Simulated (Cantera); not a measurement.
A perfectly stirred reactor is fed with N2O : N2 = 1 : 0.16 (molar parts), at 100.0 Torr; it is held at 1175 K, and followed from long to short residence time.

Model: GRI-Mech 3.0 (53 species, 325 reactions), integrated in Cantera. GRI-Mech 3.0 was tuned for natural gas; its chemistry of N2O as a main component is partial and can be far from experiment. The mechanism lacks the step 2 NO + O2 → 2 NO2, which can matter for NO2 below about 1400 K. The temperature is held fixed by assumption; the heat of reaction is taken as removed at once.

Question: What does this change do: pressure from 100.0 Torr to 1200 Torr?

Answer: 
| quantity | before | after |
|---|---|---|
| x(N2O) at τ = 11.0 s | 0.486 | 0.127 |
| x(NO2) at τ = 11.0 s | 3.92e-5 | 0.000453 |
| x(O2) at τ = 11.0 s | 0.119 | 0.245 |
| x(NO) at τ = 11.0 s | 0.0244 | 0.0239 |
| x(N2) at τ = 11.0 s | 0.371 | 0.604 |
| x(N2O) at τ = 0.140 s | 0.853 | 0.779 |
| x(NO2) at τ = 0.140 s | 4.49e-7 | 9.02e-5 |
| x(O2) at τ = 0.140 s | 0.00272 | 0.0264 |
| x(NO) at τ = 0.140 s | 0.000570 | 0.00526 |
| x(N2) at τ = 0.140 s | 0.143 | 0.190 |

Question: What does this change do: temperature 1175 to 1500 K?

Answer: 
| quantity | before | after |
|---|---|---|
| x(N2O) at τ = 11.0 s | 0.486 | 0.00991 |
| x(NO2) at τ = 11.0 s | 3.92e-5 | 0.000107 |
| x(O2) at τ = 11.0 s | 0.119 | 0.253 |
| x(NO) at τ = 11.0 s | 0.0244 | 0.0902 |
| x(N2) at τ = 11.0 s | 0.371 | 0.647 |
| x(N2O) at τ = 0.140 s | 0.853 | 0.346 |
| x(NO2) at τ = 0.140 s | 4.49e-7 | 8.17e-5 |
| x(O2) at τ = 0.140 s | 0.00272 | 0.136 |
| x(NO) at τ = 0.140 s | 0.000570 | 0.0877 |
| x(N2) at τ = 0.140 s | 0.143 | 0.430 |
